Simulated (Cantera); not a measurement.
## Equilibrium for hydrogen reduction and annealing atmospheres: CuO + H2

Charge: 1 mol CuO, 2.3 mol H2, at 8.10 mbar.

Method: chemical equilibrium by Gibbs-energy minimisation in Cantera with the NASA 1993 tables (ideal gas, pure condensed phases). Candidate condensed phases: Cu, CuO, Cu(OH)2, Cu2O, H2O; 12 gas species. Equilibrium is a limit: real reactors are often held back by kinetics, nucleation or transport.

```csv
T (K),log p H2,log p H2O,log p Cu,log p H,n Cu(s),n Cu(l)
1225,-2.34,-2.45,-7.62,-7.68,1.000,0
1325,-2.34,-2.45,-6.55,-6.96,1.000,0
1425,-2.34,-2.45,-5.66,-6.34,0,0.999
1525,-2.34,-2.45,-4.91,-5.80,0,0.996
1625,-2.34,-2.46,-4.24,-5.32,0,0.984
1725,-2.35,-2.47,-3.66,-4.91,0,0.936
1825,-2.38,-2.49,-3.14,-4.55,0,0.774
1925,-2.47,-2.59,-2.68,-4.26,0,0.193
```
log p: log10 of the partial pressure in bar; n: condensed amount in mol.

From 1225 K to 1325 K the condensed part is Cu(s). From 1425 K to 1925 K the condensed part is Cu(l). The main Cu-bearing gas is Cu throughout.
